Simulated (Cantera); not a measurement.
Cantera run:

```python
import numpy as np
import cantera as ct

gas_names = """
    B BH BH2 BH3 BN BO BO2 B2 B2O B2O2 B2O3 B3O3H3 H HBO HBO2 HNO HNO2 HNO3 HO2 H2 H2O H2O2 H3B3O6 N NH
    NH2 NH3 NH2OH NO NO2 NO3 N2 N2H2 N2H4 N2O O OH O2 O3
""".split()
cond_names = """
    B(b) B(L) BN(s) B2O3(L) B3O3H3(cr) H2O(s) H2O(L)
""".split()


# ... load() reads the species with a 1 bar reference pressure and builds the phases ...
atoms = {
    'B2H6': {'B': 2, 'H': 6},
    'H2O': {'H': 2, 'O': 1},
    'N2': {'N': 2},
}
top_T = {'BN(s)': 3200}  # K; cautious upper limits of use, not melting points


# ... equilibrate(T, P, feed) seeds the gas with the atoms and calls Mixture.equilibrate('TP', solver="vcs", rtol=1e-11, max_steps=5000) ...
results = []
feed = {'B2H6': 1, 'H2O': 7.9, 'N2': 3.4}  # mol
P = 32000  # Pa
for T in [1000, 1100, 1200, 1300, 1400, 1500, 1600, 1700]:
    mix = equilibrate(T, P, feed)
    results.append((T, P, feed, dict(zip(mix.species_names, mix.species_moles))))

top = {s: max(r[3][s] / sum(r[3][g] for g in gas_names) for r in results) for s in gas_names}
cols = sorted((s for s in top if top[s] > 0.0001), key=lambda s: -top[s])[:7]
seen = [c for c in cond_names if any(r[3].get(c, 0) > 1e-12 for r in results)]
print("log10 of partial pressures in bar; condensed amounts in mol")
print(f"{'T/K':>10s}" + "".join(f"{s[:9]:>10s}" for s in cols + seen))
for T, P, feed, n in results:
    ng = sum(n[g] for g in gas_names)
    print(f"{T:10.4g}" + "".join(f"{np.log10(max(n[s] / ng * P / 1e5, 1e-99)):10.3f}" for s in cols)
          + "".join(f"{n.get(c, 0):10.4g}" for c in seen))
```

It prints:

```
log10 of partial pressures in bar; condensed amounts in mol
       T/K        H2       H2O        N2      HBO2    H3B3O6      B2O3       HBO   B2O3(L)
      1000    -0.871    -0.965    -1.118    -5.064    -3.003   -11.475   -10.267    0.9333
      1100    -0.872    -0.963    -1.118    -4.240    -3.203    -9.592    -8.888    0.9568
      1200    -0.872    -0.963    -1.119    -3.562    -3.377    -8.036    -7.747    0.9657
      1300    -0.873    -0.964    -1.119    -2.994    -3.530    -6.730    -6.788    0.9575
      1400    -0.874    -0.969    -1.121    -2.514    -3.671    -5.619    -5.971    0.9168
      1500    -0.877    -0.982    -1.124    -2.106    -3.808    -4.664    -5.264    0.8113
      1600    -0.884    -1.010    -1.131    -1.761    -3.953    -3.834    -4.646    0.5868
      1700    -0.897    -1.062    -1.143    -1.473    -4.125    -3.107    -4.097    0.1608
```

Equilibrium computed with Cantera from the NASA thermochemical tables; the gas is ideal and each condensed phase is pure. The feed counts by its element totals alone. Gases not in the tables: H3BO3.
